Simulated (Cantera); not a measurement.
Cantera run:

```python
import numpy as np
import cantera as ct

gas_names = [...]  # 114 gases of nasa_gas.yaml made of C, Fe, H, O
cond_names = """
    C(gr) C6H6(L) C7H8(L) C8H18(L),n-octa Fe(a) Fe(c) Fe(d) Fe(L) FeC5O5(L) FeO(s) FeO(L) Fe(OH)2(s)
    Fe(OH)3(s) Fe2O3(s) Fe3O4(s) H2O(s) H2O(L)
""".split()


# ... load() reads the species with a 1 bar reference pressure and builds the phases ...
atoms = {
    'Fe': {'Fe': 1},
    'CO': {'C': 1, 'O': 1},
    'H2': {'H': 2},
    'H2O': {'H': 2, 'O': 1},
}
top_T = {'C(gr)': 4500, 'Fe2O3(s)': 1830, 'Fe3O4(s)': 1870}  # K; cautious upper limits of use, not melting points


# ... equilibrate(T, P, feed) seeds the gas with the atoms and calls Mixture.equilibrate('TP', solver="vcs", rtol=1e-11, max_steps=5000) ...
results = []
feed = {'Fe': 1, 'CO': 0.6, 'H2': 5.9, 'H2O': 0.027}  # mol
P = 13332.2  # Pa
for T in [875, 900, 925, 950, 975, 1000, 1025, 1050, 1075, 1100]:
    mix = equilibrate(T, P, feed)
    results.append((T, P, feed, dict(zip(mix.species_names, mix.species_moles))))

top = {s: max(r[3][s] / sum(r[3][g] for g in gas_names) for r in results) for s in gas_names}
cols = sorted((s for s in top if top[s] > 1e-06), key=lambda s: -top[s])[:6]
seen = [c for c in cond_names if any(r[3].get(c, 0) > 1e-12 for r in results)]
print("log10 of partial pressures in bar; condensed amounts in mol")
print(f"{'T/K':>10s}" + "".join(f"{s[:9]:>10s}" for s in cols + seen))
for T, P, feed, n in results:
    ng = sum(n[g] for g in gas_names)
    print(f"{T:10.4g}" + "".join(f"{np.log10(max(n[s] / ng * P / 1e5, 1e-99)):10.3f}" for s in cols)
          + "".join(f"{n.get(c, 0):10.4g}" for c in seen))
```

It prints:

```
log10 of partial pressures in bar; condensed amounts in mol
       T/K        H2        CO       CH4       H2O       CO2     Fe(a)
       875    -0.937    -2.117    -2.329    -2.347    -3.106         1
       900    -0.931    -2.047    -2.480    -2.481    -3.235         1
       925    -0.927    -2.001    -2.642    -2.613    -3.381         1
       950    -0.925    -1.971    -2.810    -2.740    -3.533         1
       975    -0.923    -1.951    -2.984    -2.857    -3.681         1
      1000    -0.921    -1.938    -3.163    -2.962    -3.821         1
      1025    -0.920    -1.929    -3.349    -3.051    -3.947         1
      1050    -0.920    -1.923    -3.543    -3.123    -4.056         1
      1075    -0.919    -1.919    -3.743    -3.179    -4.147         1
      1100    -0.919    -1.917    -3.950    -3.218    -4.222         1
```

Equilibrium computed with Cantera from the NASA thermochemical tables; the gas is ideal and each condensed phase is pure.
